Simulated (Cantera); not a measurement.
Feed: 1 mol Si, 0.32 mol CO₂, 620 mol H₂, at 1 atm.

Equilibrium computed with Cantera from the NASA thermochemical tables; the gas is ideal and each condensed phase is pure. Candidate condensed phases: C, C₆H₆, C₇H₈, C₈H₁₈, H₂O, Si, SiC, SiO₂; 123 gas species. Mutual solubility and eutectic melting of coexisting phases are not modelled. Kinetics and transport are ignored. All values below are at 1325 °C.

Base state: H₂ 0.999, SiO 0.000990, H 5.28e-5, CO 3.75e-5, CH₄ 1.74e-5 (mole fractions); condensed: Si(s) + SiC(s).

**Question.** What changes in the equilibrium state with this change: pressure from 1 atm to 56.0 Pa?

**Answer.** 
```tsv
species	before	after
H₂	0.999	0.997
H	5.28e-5	0.00225
SiO	0.000990	0.000982
Si	9.23e-8	0.000147
CH₄	1.74e-5	1.09e-8
CO	3.75e-5	4.79e-5
Si(s), mol	0.0954	0
SiC(s), mol	0.286	0.290
```
